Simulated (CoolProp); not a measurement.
Dry air along the isobar 6.37 MPa: fugacity coefficient from the reference equation and from simpler models built on Tc = -140.6 °C, pc = 3.786 MPa, ω = 0.034; each cubic takes its own stable root.

Values from CoolProp's reference Helmholtz-energy equation of state, Lemmon 2000. It is a pseudo-pure fit of the blend.

```
T (°C)           phase  reference
-------  -------------  ---------
-147.05         liquid     0.3695
-143.55         liquid     0.4126
-140.15  supercritical     0.4548
-136.65  supercritical     0.4979
-133.25  supercritical     0.5385
-129.75  supercritical     0.5776
-126.35  supercritical     0.6117
-122.85  supercritical     0.6425
-119.35  supercritical     0.6694
-115.95  supercritical     0.6927
-112.45  supercritical     0.7144
-109.05  supercritical     0.7335
-105.55  supercritical     0.7514
-102.15  supercritical     0.7675
-98.65   supercritical     0.7827
-95.25   supercritical     0.7964
```

Problem. How far does each simpler model (Redlich-Kwong, Soave-Redlich-Kwong) lie from the reference over these 16 states: mean and median of the absolute difference, and the worst?

Solution. 
- Redlich-Kwong: mean 0.8 %, median 0.7 %, worst +2.0 % at -147.05 °C and 6.37 MPa
- Soave-Redlich-Kwong: mean 0.8 %, median 0.4 %, worst +1.8 % at -147.05 °C and 6.37 MPa
